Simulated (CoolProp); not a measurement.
Saturated liquid density (kg/m³) of R1336mzz(E): the reference equation beside estimates from Tc = 130.4 °C, pc = 2779 kPa, ω = 0.413. Rackett uses Z = 0.29056 − 0.08775 ω.

Model: reference Helmholtz-energy equation of state, Akasaka 2023, in CoolProp.

```csv
T (°C),reference,Rackett,van der Waals,Redlich-Kwong,Soave-Redlich-Kwong,Peng-Robinson
-21.15,1453,1504,823.3,1208,1276,1440
-13.75,1434,(withheld),812.3,1189,1259,1422
-6.35,1415,1459,800.9,1169,1241,1402
1.15,1394,1436,(withheld),1148,1222,1382
8.55,1374,1413,776.9,(withheld),1202,1360
15.95,1353,1388,764.3,(withheld),1181,(withheld)
23.35,1331,1364,751.3,1081,1159,1313
30.85,(withheld),1338,737.5,1056,1135,1286
38.25,1283,1311,723.4,1031,1110,1259
45.65,1258,1284,708.6,1005,1084,1229
53.05,1232,1255,693.2,976.7,1055,1198
60.45,1204,1225,676.9,947.3,1025,1163
```

### Question
Some entries are withheld; supply them.

### Answer

- -13.75, Rackett: 1482
- 1.15, van der Waals: 789.0
- 8.55, Redlich-Kwong: 1127
- 15.95, Redlich-Kwong: 1104
- 15.95, Peng-Robinson: 1337
- 30.85, reference: 1307

Absolute difference from the reference over all 12 rows, mean and median: Rackett 2.6 and 2.5 %, van der Waals 43.5 and 43.5 %, Redlich-Kwong 18.8 and 18.6 %, Soave-Redlich-Kwong 13.1 and 12.8 %, Peng-Robinson 1.6 and 1.3 %.
